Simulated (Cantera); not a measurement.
**N2O furnace oxynitridation**

An isothermal, constant-pressure homogeneous reactor starts with 99.2 % N2O, 0.754 % H2O, at 1250 K and 100000 Pa.

Model: GRI-Mech 3.0 (53 species, 325 reactions), integrated in Cantera. GRI-Mech 3.0 was tuned for natural gas; its chemistry of N2O as a main component is partial and can be far from experiment. The mechanism lacks the step 2 NO + O2 → 2 NO2, which can matter for NO2 below about 1400 K. The temperature is held fixed by assumption; the heat of reaction is taken as removed at once.

| t (s) | x N2O | x H2O | x H2O2 | x HO2 | x H | x N2 | x O |
|---|---|---|---|---|---|---|---|
| 6.00e-5 | 0.992 | 0.00754 | 1.01e-11 | 7.02e-8 | 1.42e-10 | 8.00e-5 | 3.74e-6 |
| 0.000221 | 0.992 | 0.00754 | 1.02e-9 | 7.87e-7 | 5.05e-10 | 0.000304 | 3.73e-6 |
| 0.000812 | 0.991 | 0.00753 | 3.01e-8 | 3.05e-6 | 1.40e-9 | 0.00113 | 3.72e-6 |
| 0.00299 | 0.986 | 0.00752 | 2.33e-8 | 2.40e-6 | 2.09e-9 | 0.00418 | 3.68e-6 |
| 0.0110 | 0.968 | 0.00748 | 1.12e-8 | 1.27e-6 | 2.30e-9 | 0.0152 | 3.57e-6 |
| 0.0404 | 0.908 | 0.00732 | 8.84e-9 | 5.43e-7 | 2.34e-9 | 0.0533 | 3.39e-6 |
| 0.149 | 0.728 | 0.00687 | 8.36e-9 | 1.89e-7 | 2.23e-9 | 0.167 | 3.10e-6 |
| 0.546 | 0.372 | 0.00598 | 5.94e-9 | 6.61e-8 | 1.59e-9 | 0.393 | 2.33e-6 |
| 2.01 | 0.0686 | 0.00521 | 1.96e-9 | 2.37e-8 | 3.80e-10 | 0.589 | 8.03e-7 |
| 7.39 | 0.000913 | 0.00504 | 1.32e-10 | 7.20e-9 | 1.14e-11 | 0.634 | 5.01e-8 |
| 27.2 | 8.19e-7 | 0.00504 | 1.02e-10 | 6.76e-9 | 8.68e-12 | 0.635 | 3.84e-8 |
| 100 | 8.16e-7 | 0.00504 | 1.02e-10 | 6.76e-9 | 8.68e-12 | 0.635 | 3.84e-8 |
x: mole fraction; the columns are a selection and need not sum to one.

Equilibrium at this temperature and pressure: N2O 2.04e-8, H2O 0.00504, H2O2 1.07e-10, HO2 7.23e-9, H 8.48e-12, N2 0.663, O 4.01e-8 (gas phase only).
